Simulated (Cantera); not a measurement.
Feed: 1 mol PbO, 1.5 mol CO, held at 0.100 bar.

These are equilibrium values from Cantera (NASA tables, ideal gas, pure condensed phases), not measurements of a reactor. Candidate condensed phases: C, Pb, PbO, PbO₂, Pb₃O₄; 15 gas species. The numbers say what is thermodynamically allowed, not how fast it happens.

Question: At 1450 K, list the 5 most abundant gas species with their mole fractions, and the condensed phases.

Answer: CO₂ 0.567, CO 0.284, Pb 0.149, PbO 0.000192, Pb₂ 4.49e-5. Condensed: Pb(l).
